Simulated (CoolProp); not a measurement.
R227EA at several states: fugacity coefficient from the reference equation and from simpler models built on Tc = 374.9 K, pc = 2.925 MPa, ω = 0.358; each cubic takes its own stable root.

Values from CoolProp's reference Helmholtz-energy equation of state, Lemmon 2016.

```
T (K)  p (MPa)          phase  reference  Redlich-Kwong  Soave-Redlich-Kwong  Peng-Robinson
-----  -------  -------------  ---------  -------------  -------------------  -------------
229.9     1.13         liquid    0.02474        0.06852              0.02482        0.02521
438.4     8.77  supercritical     0.5505         0.5176               0.5800         0.5420
230.9     8.12         liquid   0.005303        0.01522             0.005492       0.005323
222.6      1.5         liquid    0.01248        0.03813              0.01252        0.01279
473.9     2.66            gas     0.8764         0.8547               0.8848         0.8633
426.6   0.0891            gas     0.9934         0.9929               0.9936         0.9926
```
